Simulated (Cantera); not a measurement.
Feed: 1 mol (CH3)2SiCl2, 2.5 mol CH4, 420 mol H2, equilibrated at 1925 K and 170 Pa.

Cantera equilibrium calculation (NASA polynomials, part measured and part estimated; ideal gas, pure solids and liquids). Candidate condensed phases: C, C6H6, C7H8, C8H18, Si, SiC; 109 gas species. The feed counts by its element totals alone. The numbers say what is thermodynamically allowed, not how fast it happens.

Base state: H2 0.972, H 0.0229, HCl 0.00452, C2H2 (acetylene) 0.000445, Si 0.000421, Cl 7.99e-5, SiH 1.39e-5, SiC2 1.21e-5 (mole fractions); condensed: C(graphite) + SiC(s).

Q: What changes in the equilibrium state with this change: temperature from 1925 K to 1725 K?

A: 
```csv
species,before,after
H2,0.972,0.991
HCl,0.00452,0.00463
H,0.0229,0.00448
Si,0.000421,1.01e-5
SiC2,1.21e-5,9.27e-8
SiH,1.39e-5,5.90e-7
"C(graphite), mol",3.30,3.43
"SiC(s), mol",0.795,0.995
```
